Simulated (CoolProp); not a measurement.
Vapour-liquid equilibrium of CH2F2 (R32) (1) + R134a (2) at 709 kPa; x and y are mole fractions of (1).

The numbers come from the multi-fluid Helmholtz-energy mixture model, Tillner-Roth 1997 and Tillner-Roth 1994; pair parameters Lemmon 2004 in CoolProp.

```
x     bubble temperature, mixture model (K)  bubble temperature, Raoult's law (K)  y, mixture model  y, Raoult's law
----  -------------------------------------  ------------------------------------  ----------------  ---------------
0.05                                  297.9                                 297.8             0.104            0.118
0.2                                   291.5                                 291.2             0.358            0.394
0.35                                  286.0                                 285.6             0.548            0.588
0.5                                   281.3                                 280.9             0.694            0.729
0.65                                  277.1                                 276.8             0.809            0.836
0.8                                   273.4                                 273.1             0.902            0.917
0.95                                  270.0                                 269.9             0.978            0.982
```

The largest gap from Raoult's law is +0.4 K in bubble temperature, at x = 0.5. No azeotrope shows between x = 0.05 and 0.95.

The pair parameters rest on a limited set of measurements; away from them the model extrapolates.
